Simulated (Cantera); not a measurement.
# Reactions in the system B-Cl-N-O

Source: NASA polynomial tables (part measured, part estimated), evaluated in Cantera. Values are per mole of reaction as written; species without (g) are pure solids or liquids, kept so even where they would boil at 1 bar. The tables' values for BOCl are old estimates.

B₂O₂(g) + 2 N(g) ⇌ 2 B + 2 NO(g)

```json
[
 {"T (K)": "750", "ΔH° (kJ)": "-311.2", "ΔS° (J/K)": "-126.0", "ΔG° (kJ)": "-216.7", "log10 K": "15.09"},
 {"T (K)": "825", "ΔH° (kJ)": "-311.5", "ΔS° (J/K)": "-126.3", "ΔG° (kJ)": "-207.3", "log10 K": "13.12"},
 {"T (K)": "900", "ΔH° (kJ)": "-311.7", "ΔS° (J/K)": "-126.6", "ΔG° (kJ)": "-197.8", "log10 K": "11.48"},
 {"T (K)": "975", "ΔH° (kJ)": "-311.9", "ΔS° (J/K)": "-126.8", "ΔG° (kJ)": "-188.3", "log10 K": "10.09"},
 {"T (K)": "1050", "ΔH° (kJ)": "-312.0", "ΔS° (J/K)": "-126.9", "ΔG° (kJ)": "-178.8", "log10 K": "8.89"},
 {"T (K)": "1125", "ΔH° (kJ)": "-312.0", "ΔS° (J/K)": "-126.9", "ΔG° (kJ)": "-169.2", "log10 K": "7.86"},
 {"T (K)": "1200", "ΔH° (kJ)": "-312.0", "ΔS° (J/K)": "-126.9", "ΔG° (kJ)": "-159.7", "log10 K": "6.95"},
 {"T (K)": "1275", "ΔH° (kJ)": "-312.0", "ΔS° (J/K)": "-126.9", "ΔG° (kJ)": "-150.2", "log10 K": "6.15"}
]
```

2 O₃(g) + 2 BN ⇌ B₂O₂(g) + 2 NO₂(g)

```csv
T (K),ΔH° (kJ),ΔS° (J/K),ΔG° (kJ),log10 K
750,-170.9,214.3,-331.6,23.09
825,-171.8,213.1,-347.6,22.01
900,-172.9,211.9,-363.6,21.10
975,-174.1,210.6,-379.4,20.33
1050,-175.3,209.4,-395.2,19.66
1125,-176.5,208.3,-410.8,19.07
1200,-177.7,207.3,-426.4,18.56
1275,-178.8,206.3,-441.9,18.10
```

Cl₂(g) + 2 BN + O₂(g) ⇌ 2 BOCl(g) + N₂(g)

```json
[
 {"T (K)": "750", "ΔH° (kJ)": "-129.8", "ΔS° (J/K)": "212.4", "ΔG° (kJ)": "-289.1", "log10 K": "20.13"},
 {"T (K)": "825", "ΔH° (kJ)": "-130.4", "ΔS° (J/K)": "211.6", "ΔG° (kJ)": "-305.0", "log10 K": "19.31"},
 {"T (K)": "900", "ΔH° (kJ)": "-131.1", "ΔS° (J/K)": "210.8", "ΔG° (kJ)": "-320.8", "log10 K": "18.62"},
 {"T (K)": "975", "ΔH° (kJ)": "-132.0", "ΔS° (J/K)": "209.9", "ΔG° (kJ)": "-336.6", "log10 K": "18.03"},
 {"T (K)": "1050", "ΔH° (kJ)": "-133.0", "ΔS° (J/K)": "208.9", "ΔG° (kJ)": "-352.3", "log10 K": "17.53"},
 {"T (K)": "1125", "ΔH° (kJ)": "-134.0", "ΔS° (J/K)": "207.9", "ΔG° (kJ)": "-367.9", "log10 K": "17.08"},
 {"T (K)": "1200", "ΔH° (kJ)": "-135.1", "ΔS° (J/K)": "207.0", "ΔG° (kJ)": "-383.5", "log10 K": "16.69"},
 {"T (K)": "1275", "ΔH° (kJ)": "-136.2", "ΔS° (J/K)": "206.1", "ΔG° (kJ)": "-399.0", "log10 K": "16.35"}
]
```
